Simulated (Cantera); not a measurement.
# Stirred combustor or abatement burner

A perfectly stirred reactor is fed with 4.53 % CH4, 0.272 % C2H6, 20.0 % O2, 75.2 % N2, equivalence ratio 0.50, at 2.86 atm; it is adiabatic with a 350 K inlet, and is followed from long to short residence time, starting on the burning branch (τ in s: 0.055, 0.029, 0.015, 0.0077, 0.004, 0.0021, 0.0011, 0.00057, 0.0003, 0.00015, 8e-05, 4.2e-05, 2.2e-05).

Detailed kinetics in Cantera: GRI-Mech 3.0 (53 species, 325 reactions).

| τ (s) | T (K) | x CH4 | x C2H6 | x O2 | x HCN | x HO2 |
|---|---|---|---|---|---|---|
| 0.055 | 1520 | 3.15e-5 | 5.09e-7 | 0.100 | 1.70e-9 | 4.37e-6 |
| 0.029 | 1517 | 4.91e-5 | 8.06e-7 | 0.100 | 2.11e-9 | 6.76e-6 |
| 0.015 | 1513 | 7.86e-5 | 1.30e-6 | 0.101 | 2.50e-9 | 1.06e-5 |
| 0.0077 | 1505 | 0.000130 | 2.17e-6 | 0.101 | 2.86e-9 | 1.69e-5 |
| 0.0040 | 1493 | 0.000223 | 3.76e-6 | 0.102 | 3.25e-9 | 2.72e-5 |
| 0.0021 | 1465 | 0.000454 | 7.85e-6 | 0.104 | 3.68e-9 | 4.76e-5 |
| 0.0011 | 350 | 0.0453 | 0.00272 | 0.200 | <1e-12 | <1e-12 |
| 0.00057 | 350 | 0.0453 | 0.00272 | 0.200 | <1e-12 | <1e-12 |
| 0.00030 | 350 | 0.0453 | 0.00272 | 0.200 | <1e-12 | <1e-12 |
| 0.00015 | 350 | 0.0453 | 0.00272 | 0.200 | <1e-12 | <1e-12 |
| 8.0e-5 | 350 | 0.0453 | 0.00272 | 0.200 | <1e-12 | <1e-12 |
| 4.2e-5 | 350 | 0.0453 | 0.00272 | 0.200 | <1e-12 | <1e-12 |
| 2.2e-5 | 350 | 0.0453 | 0.00272 | 0.200 | <1e-12 | <1e-12 |
x: mole fraction; the columns are a selection and need not sum to one.
